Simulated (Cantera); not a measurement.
What does this Cantera script print?

```python
import numpy as np
import cantera as ct

gas_names = [...]  # 150 gases of nasa_gas.yaml made of C, H, N, O, S
cond_names = """
    C(gr) C6H6(L) C7H8(L) C8H18(L),n-octa H2O(s) H2O(L) H2SO4(L) S(cr1) S(cr2) S(L)
""".split()


# ... load() reads the species with a 1 bar reference pressure and builds the phases ...
atoms = {
    'CS2': {'C': 1, 'S': 2},
    'H2': {'H': 2},
    'N2': {'N': 2},
    'SO2': {'S': 1, 'O': 2},
}
top_T = {'C(gr)': 4500}  # K; cautious upper limits of use, not melting points


# ... equilibrate(T, P, feed) seeds the gas with the atoms and calls Mixture.equilibrate('TP', solver="vcs", rtol=1e-11, max_steps=5000) ...
results = []
T = 2650  # K
P = 10000  # Pa
for m in [2.2, 2.7, 3.3, 4.1, 5, 6.2, 7.7, 9.5, 12, 14, 18]:
    feed = {'CS2': 1, 'H2': 0.069, 'N2': m, 'SO2': 0.018}  # mol
    mix = equilibrate(T, P, feed)
    results.append((T, P, feed, dict(zip(mix.species_names, mix.species_moles))))

top = {s: max(r[3][s] / sum(r[3][g] for g in gas_names) for r in results) for s in gas_names}
cols = sorted((s for s in top if top[s] > 1e-06), key=lambda s: -top[s])[:6]
seen = [c for c in cond_names if any(r[3].get(c, 0) > 1e-12 for r in results)]
print("log10 of partial pressures in bar; condensed amounts in mol")
print(f"{'n(N2)':>10s}" + "".join(f"{s[:9]:>10s}" for s in cols + seen))
for T, P, feed, n in results:
    ng = sum(n[g] for g in gas_names)
    print(f"{feed['N2']:10.4g}" + "".join(f"{np.log10(max(n[s] / ng * P / 1e5, 1e-99)):10.3f}" for s in cols)
          + "".join(f"{n.get(c, 0):10.4g}" for c in seen))
```

Output:

```
log10 of partial pressures in bar; condensed amounts in mol
     n(N2)        N2        CS        S2         S       CS2         H
       2.2    -1.249    -1.666    -2.088    -2.144    -2.517    -2.880
       2.7    -1.214    -1.716    -2.147    -2.174    -2.597    -2.914
       3.3    -1.183    -1.769    -2.211    -2.205    -2.682    -2.950
       4.1    -1.154    -1.831    -2.285    -2.242    -2.781    -2.992
         5    -1.131    -1.890    -2.358    -2.279    -2.877    -3.034
       6.2    -1.110    -1.959    -2.442    -2.321    -2.987    -3.082
       7.7    -1.091    -2.031    -2.533    -2.366    -3.105    -3.133
       9.5    -1.076    -2.103    -2.625    -2.413    -3.224    -3.185
        12    -1.062    -2.187    -2.734    -2.467    -3.362    -3.247
        14    -1.054    -2.244    -2.809    -2.505    -3.456    -3.289
        18    -1.043    -2.339    -2.937    -2.569    -3.615    -3.361
```

Equilibrium computed with Cantera from the NASA thermochemical tables; the gas is ideal and each condensed phase is pure.
